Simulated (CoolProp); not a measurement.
Values from CoolProp's reference Helmholtz-energy equation of state, Thol 2015.

**Question.** Give the vapour pressure (bar), liquid density (kg/m³), surface tension (mN/m) of saturated octamethylcyclotetrasiloxane (D4) at 178.75 °C.

**Answer.** 
```json
[
 {"T (°C)": "178.75", "p (bar)": "1.09", "liquid density (kg/m³)": "761", "surface tension (mN/m)": "7.19"}
]
```

Surface tension comes from a separate correlation (Mulero 2014), older than this fluid's equation and unchecked against measurements.
